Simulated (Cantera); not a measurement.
## NF3 + SO2 + H2 + H2O (abatement and gas-phase synthesis)

Feed: 1 mol NF3, 0.21 mol SO2, 0.29 mol H2, 8.2 mol H2O, held at 7.00 mbar.

These are equilibrium values from Cantera (NASA tables, ideal gas, pure condensed phases), not measurements of a reactor. Candidate condensed phases: H2O, H2SO4, S; 62 gas species. Rates play no part.

From 2075 °C to 3175 °C nothing is condensed.

```tsv
T (°C)	x H	x H2O	x O	x HF	x H2	x OH	x O2	x F	x N2	x SO2
2075	0.0359	0.468	0.0200	0.244	0.0593	0.0487	0.0654	0.000203	0.0396	0.0155
2175	0.0678	0.393	0.0354	0.231	0.0813	0.0639	0.0706	0.000351	0.0373	0.0136
2275	0.117	0.304	0.0594	0.215	0.1000	0.0778	0.0739	0.000593	0.0343	0.0112
2375	0.184	0.211	0.0932	0.194	0.109	0.0863	0.0729	0.000982	0.0308	0.00838
2475	0.263	0.127	0.135	0.173	0.105	0.0855	0.0661	0.00163	0.0273	0.00560
2575	0.343	0.0655	0.182	0.152	0.0881	0.0747	0.0540	0.00274	0.0241	0.00325
2675	0.410	0.0289	0.224	0.135	0.0652	0.0579	0.0395	0.00477	0.0217	0.00162
2775	0.458	0.0114	0.258	0.121	0.0441	0.0408	0.0263	0.00845	0.0201	0.000691
2875	0.491	0.00422	0.281	0.107	0.0284	0.0270	0.0164	0.0148	0.0191	0.000260
2975	0.513	0.00155	0.294	0.0925	0.0181	0.0174	0.00979	0.0246	0.0184	9.01e-5
3075	0.530	0.000575	0.300	0.0756	0.0116	0.0111	0.00576	0.0377	0.0179	3.00e-5
3175	0.544	0.000221	0.301	0.0579	0.00754	0.00712	0.00340	0.0524	0.0175	1.00e-5
```
x: gas mole fraction; nothing condenses.
